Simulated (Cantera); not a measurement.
## CH3F + CH4 + H2 (fluorocarbon and chlorocarbon gases)

Charge: 1 mol CH3F, 0.052 mol CH4, 0.35 mol H2, equilibrated at 10.0 Torr.

These are equilibrium values from Cantera (NASA tables, ideal gas, pure condensed phases), not measurements of a reactor. Candidate condensed phases: C, C6H6, C7H8, C8H18; 95 gas species. Kinetics and transport are ignored.

From 1325 K to 2375 K the condensed part is C(graphite). The main C-bearing gas is CH4 at 1325 K and C2H2 (acetylene) at 2375 K.

```csv
T (K),log p H2,log p HF,log p H,log p C2H2 (acetylene),n C(graphite)
1325,-2.10,-2.26,-6.84,-8.17,1.05
1475,-2.10,-2.26,-5.94,-7.28,1.05
1625,-2.10,-2.27,-5.20,-6.55,1.05
1775,-2.10,-2.27,-4.59,-5.95,1.05
1925,-2.11,-2.27,-4.07,-5.45,1.05
2075,-2.11,-2.27,-3.63,-5.02,1.05
2225,-2.13,-2.27,-3.25,-4.66,1.04
2375,-2.16,-2.28,-2.93,-4.37,1.04
```
log p: log10 of the partial pressure in bar; n: condensed amount in mol.
